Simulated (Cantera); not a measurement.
A perfectly stirred reactor is fed with CH₄ : H₂ : H₂O = 0.022 : 1 : 0.0041 (molar parts), at 120 Torr; it is held at 1600 K, and followed from long to short residence time.

Computed with Cantera and GRI-Mech 3.0 (53 species, 325 reactions). GRI-Mech 3.0 stops at C3 and has no aromatics, soot or wall deposition, so with more carbon than oxygen in the feed, carbon stays in small species such as C2H2 where larger ones or solid carbon would form.

x: mole fraction; the columns are a selection and need not sum to one.

| τ (s) | x CH₄ | x H₂ | x C₂H | x CH₃ | x H |
|---|---|---|---|---|---|
| 1.5 | 0.0161 | 0.977 | 1.13e-9 | 4.30e-5 | 0.000129 |
| 0.57 | 0.0187 | 0.976 | 5.68e-10 | 4.95e-5 | 0.000127 |
| 0.22 | 0.0202 | 0.975 | 2.44e-10 | 5.27e-5 | 0.000126 |
| 0.081 | 0.0209 | 0.975 | 8.48e-11 | 5.32e-5 | 0.000122 |
| 0.031 | 0.0212 | 0.975 | 2.41e-11 | 5.03e-5 | 0.000114 |
| 0.012 | 0.0214 | 0.974 | 4.12e-12 | 4.25e-5 | 9.56e-5 |
| 0.0044 | 0.0214 | 0.975 | <1e-12 | 2.74e-5 | 6.13e-5 |
| 0.0017 | 0.0214 | 0.975 | <1e-12 | ? | ? |
| 0.00063 | 0.0214 | 0.975 | <1e-12 | ? | ? |

Fill in the missing entries.


- 0.0017, x CH₃: 1.30e-5
- 0.0017, x H: 2.90e-5
- 0.00063, x CH₃: 5.04e-6
- 0.00063, x H: 1.12e-5
